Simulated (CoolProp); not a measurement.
Vapour-liquid equilibrium of CH2F2 (R32) (1) + R134a (2) at 18.95 °C; x and y are mole fractions of (1).

Values from CoolProp's multi-fluid Helmholtz-energy mixture model, Tillner-Roth 1997 and Tillner-Roth 1994; pair parameters Lemmon 2004.

```tsv
x	bubble pressure, mixture model (bar)	bubble pressure, Raoult's law (bar)	y, mixture model	y, Raoult's law
0.05	5.958	5.973	0.107	0.120
0.125	6.590	6.632	0.243	0.270
0.2	7.221	7.291	0.357	0.393
0.275	7.851	7.950	0.454	0.495
0.35	8.483	8.610	0.538	0.582
0.425	9.119	9.269	0.613	0.657
0.5	9.760	9.928	0.679	0.721
0.575	10.41	10.59	0.739	0.778
0.65	11.07	11.25	0.794	0.828
0.725	11.74	11.90	0.844	0.872
0.8	12.43	12.56	0.891	0.912
0.875	13.12	13.22	0.934	0.948
0.95	13.84	13.88	0.975	0.980
```

The largest gap from Raoult's law is -1.7 % in bubble pressure, at x = 0.5. No azeotrope shows between x = 0.05 and 0.95.

The pair parameters rest on a limited set of measurements; away from them the model extrapolates.
